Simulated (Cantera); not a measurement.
An isothermal, constant-pressure homogeneous reactor starts with C2H6 : H2 = 1 : 43 (molar parts), at 1925 K and 0.000355 atm.

Detailed kinetics in Cantera: GRI-Mech 3.0 (53 species, 325 reactions). GRI-Mech 3.0 stops at C3 and has no aromatics, soot or wall deposition, so with more carbon than oxygen in the feed, carbon stays in small species such as C2H2 where larger ones or solid carbon would form. Radical loss at walls, strong at low pressure, is not modelled.

One state of this run: x C2H6 = 2.85e-7; x H2 = 0.966; x C2H2 = 0.0167; x C2H = 1.71e-6; x C2H4 = 3.04e-5. x: mole fraction; the columns are a selection and need not sum to one.

Task: Which value of t (s) does it belong to?
A. 1.10
B. 0.00148
C. 1.04e-5
D. 30.0

Result: A, 1.10
